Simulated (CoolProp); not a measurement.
Computed with CoolProp (reference Helmholtz-energy equation of state, Marx 1992).

Task: For R113, give the phase and the cp (kJ/(kg K)), cv (kJ/(kg K)) at 35.45 °C and 0.0109 MPa; -3.25 °C and 8.87 MPa; 15.75 °C and 14.1 MPa.

Result: 
- 35.45 °C and 0.0109 MPa: gas; cp 0.661, cv 0.616
- -3.25 °C and 8.87 MPa: liquid; cp 0.887, cv 0.649
- 15.75 °C and 14.1 MPa: liquid; cp 0.897, cv 0.668
